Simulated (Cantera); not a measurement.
Cantera run, input and output.

```python
import numpy as np
import cantera as ct

gas = ct.Solution("gri30.yaml")
gas.TPX = 2100, 13332, {'NO': 1, 'N2': 0.29}
reactor = ct.IdealGasConstPressureReactor(gas, energy="off", clone=False)
net = ct.ReactorNet([reactor])
net.rtol, net.atol = 1e-08, 1e-18
show = ['NO', 'N2O', 'N2', 'NO2', 'O2', 'O']
times = np.geomspace(0.0001, 30, 11)

steps = ct.SolutionArray(gas, extra=["t"])
rows = []
print(f"{'t/s':>10s}{'T/K':>9s}{'P/Pa':>11s}" + "".join(f"{s:>11s}" for s in show))
for t in times:
    while net.time < t:
        t_next = net.step()
        steps.append(gas.state, t=t_next)
    rows.append([np.interp(t, steps.t, y) for y in (steps.T, steps.P, *steps(*show).X.T)])
    print(f"{t:10.3e}{rows[-1][0]:9.1f}{rows[-1][1]:11.4g}" + "".join(f"{x:11.3e}" for x in rows[-1][2:]))
rate = np.gradient(steps.T, steps.t)
print("integrator steps:", len(steps.t))
if steps.T.max() > steps.T[0] + 200:
    print(f"time of steepest temperature rise: {steps.t[rate.argmax()]:.4e} s")
gas.TPX = 2100, 13332, {'NO': 1, 'N2': 0.29}
gas.equilibrate("TP")
print(f"equilibrium (TP): T = {gas.T:.1f} K  " + "  ".join(f"{s} {gas[s].X[0]:.3e}" for s in show))
```

Result:

```
       t/s      T/K       P/Pa         NO        N2O         N2        NO2         O2          O
 1.000e-04   2100.0  1.333e+04  7.752e-01  1.802e-05  2.248e-01  7.967e-07  2.302e-07  1.834e-05
 3.529e-04   2100.0  1.333e+04  7.751e-01  5.886e-05  2.248e-01  7.198e-06  2.997e-06  6.468e-05
 1.246e-03   2100.0  1.333e+04  7.746e-01  1.591e-04  2.249e-01  4.026e-05  4.862e-05  2.351e-04
 4.397e-03   2100.0  1.333e+04  7.727e-01  2.537e-04  2.257e-01  9.011e-05  7.170e-04  5.310e-04
 1.552e-02   2100.0  1.333e+04  7.657e-01  2.537e-04  2.292e-01  1.043e-04  4.147e-03  6.038e-04
 5.477e-02   2100.0  1.333e+04  7.403e-01  2.297e-04  2.419e-01  1.344e-04  1.677e-02  7.425e-04
 1.933e-01   2100.0  1.333e+04  6.465e-01  1.620e-04  2.887e-01  1.945e-04  6.339e-02  1.104e-03
 6.823e-01   2100.0  1.333e+04  3.648e-01  4.528e-05  4.294e-01  1.919e-04  2.038e-01  1.781e-03
 2.408e+00   2100.0  1.333e+04  6.043e-02  1.290e-06  5.815e-01  4.214e-05  3.558e-01  2.291e-03
 8.500e+00   2100.0  1.333e+04  1.285e-02  2.186e-07  6.053e-01  9.264e-06  3.795e-01  2.360e-03
 3.000e+01   2100.0  1.333e+04  1.178e-02  2.107e-07  6.058e-01  8.499e-06  3.801e-01  2.361e-03
integrator steps: 1100
equilibrium (TP): T = 2100.0 K  NO 1.178e-02  N2O 2.107e-07  N2 6.058e-01  NO2 8.499e-06  O2 3.801e-01  O 2.361e-03
```

Cantera simulation using GRI-Mech 3.0 (53 species, 325 reactions); the numbers are that mechanism's predictions, not measurements.
